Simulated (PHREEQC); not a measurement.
Solution (80 °C): 23 mmol/kgw HF, 0.057 mmol/kgw (CH3)4NF and 0.034 mmol/kgw HCl. It is in equilibrium with CO2 at log p = -2 (atm). Otherwise closed; pH follows from the charge balance.

Model: ion-association model, phreeqc.dat, run in PHREEQC.

Each row changes one thing in this solution. No solid was allowed to form.

| case | pH | ionic strength (mol/kgw) | HF (mol/kgw) | F- (mol/kgw) | HF2- (mol/kgw) | HCO3- (mol/kgw) |
|---|---|---|---|---|---|---|
| as made | 2.65 | 0.00242 | 0.0205 | 0.00219 | 0.000193 | 2.75e-8 |
| diluted 5-fold with water | 3.04 | 0.000958 | 0.00365 | 0.000937 | [?] | 6.60e-8 |
| HF from 0.023 to 0.0046 mol/kgw | 3.04 | 0.000999 | 0.00368 | 0.000950 | 1.50e-5 | 6.64e-8 |
| (CH3)4NF from 5.7e-05 to 0.000114 mol/kgw | 2.66 | 0.00245 | 0.0205 | 0.00222 | 0.000195 | 2.78e-8 |
| HCl from 3.4e-05 to 1.7e-05 mol/kgw | 2.65 | 0.00241 | 0.0205 | 0.00220 | 0.000193 | [?] |
| diluted 100-fold with water | 3.85 | 0.000143 | 8.78e-5 | 0.000143 | 5.37e-8 | 4.18e-7 |
| HF from 0.023 to 0.046 mol/kgw | 2.48 | 0.00363 | 0.0419 | 0.00305 | 0.000547 | 1.86e-8 |

Problem. Fill in the missing entries.

Solution. 
- diluted 5-fold with water, HF2- (mol/kgw): 1.46e-5
- HCl from 3.4e-05 to 1.7e-05 mol/kgw, HCO3- (mol/kgw): 2.76e-8

(CH3)4N+ isn't in the database: it is added as a free cation with an ion size of 4 Å. At this temperature some constants are extrapolated from 25 °C, and those without enthalpy data are left unchanged.
